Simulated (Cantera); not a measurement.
Charge: 1 mol Si3N4, 0.02 mol CO2, 2.8 mol N2, at 26.0 Pa.

Equilibrium computed with Cantera from the NASA thermochemical tables; the gas is ideal and each condensed phase is pure. Candidate condensed phases: C, Si, SiC, SiO2, Si2N2O, Si3N4; 34 gas species. Mutual solubility and eutectic melting of coexisting phases are not modelled. The tables' values for SiN are old estimates; treat these amounts as uncertain. Rates play no part. All values below are at 1925 K.

Base state: N2 0.923, Si 0.0669, SiO 0.00632, CO 0.00137, Si2C 0.00132, Si2 0.000575, Si2N 0.000459, SiN 0.000325 (mole fractions); condensed: Si(l) + SiC(s).

Task: What changes in the equilibrium state with this change: Si3N4 replaced by Si?

Result: 
```
species        before     after
-----------  --------  --------
N2              0.923     0.917
Si             0.0669    0.0669
SiO           0.00632    0.0108
CO            0.00137   0.00234
Si2N         0.000459  0.000457
SiN          0.000325  0.000324
Si3          0.000128  0.000128
Si(l), mol       2.58     0.738
SiC(s), mol   0.00597   0.00881
```
